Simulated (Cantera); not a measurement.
Charge: 1 mol H2S, 0.42 mol H2O, 0.8 mol H2, held at 948 K and 100000 Pa.

These are equilibrium values from Cantera (NASA tables, ideal gas, pure condensed phases), not measurements of a reactor. Candidate condensed phases: H2O, H2SO4, S; 19 gas species. The numbers say what is thermodynamically allowed, not how fast it happens.

Task: What is the equilibrium state?

Result: 
- x(H2S) = 0.450
- x(H2) = 0.360
- x(H2O) = 0.189
- x(S2) = 2.59e-5
- x(SH) = 1.53e-6
- gas amount = 2.220 mol
- log10 activity of S(l) (absent) = -2.51
- log10 activity of H2SO4(l) (absent) = -22.98
